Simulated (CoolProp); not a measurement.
Properties of toluene at several states (Tc = 318.6 °C, pc = 4.126 MPa, ω = 0.266).

Computed with CoolProp (reference Helmholtz-energy equation of state, Lemmon 2006). It is a short technical equation, of lower accuracy than the large ones.

| T (°C) | p (MPa) | phase | density (kg/m³) | speed of sound (m/s) | conductivity (mW/(m K)) | fugacity coefficient |
|---|---|---|---|---|---|---|
| 282.35 | 0.0165 | gas | 0.3298 | 228.7 | 36.0 | 0.9982 |
| -16.85 | 0.0125 | liquid | 900.9 | 1489 | 142 | 0.02281 |
| 78.95 | 3.46 | liquid | 814.6 | 1105 | 117 | 0.01212 |
| 43.55 | 0.22 | liquid | 845.0 | 1226 | 125 | 0.04220 |

Thermal conductivity comes from a separate model (Assael 2012).
